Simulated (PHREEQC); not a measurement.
Solution (55 °C): 120 mmol/kgw CdCl2 and 2.9 mmol/kgw FeSO4. Closed to the air; pH follows from the charge balance.

The numbers come from PHREEQC with the ion-association model, phreeqc.dat.

Precipitation was switched off in this run.

Question: Predict the pH, density, ionic strength.

Answer: pH 5.22; density 1.004 g/cm³; ionic strength 0.146 mol/kgw.

Question: In which forms is Fe present?

Answer: Fe+2 91 %, FeCl+ 4.8 %, FeSO4 4.5 % of the Fe.

At this temperature some constants are extrapolated from 25 °C, and those without enthalpy data are left unchanged.
